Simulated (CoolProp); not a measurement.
Model: reference Helmholtz-energy equation of state, Outcalt 1996, in CoolProp. It is a modified Benedict-Webb-Rubin equation, recast in Helmholtz form.

Problem. Give the vapour pressure (kPa), liquid density (kg/m³), liquid cp (kJ/(kg K)), vapour Z of saturated R152A at 304.6, 366.4 K.

Solution. 
| T (K) | p (kPa) | liquid density (kg/m³) | liquid cp (kJ/(kg K)) | vapour Z |
|---|---|---|---|---|
| 304.6 | 719 | 883 | 1.83 | 0.842 |
| 366.4 | 3070 | 661 | 2.88 | 0.565 |
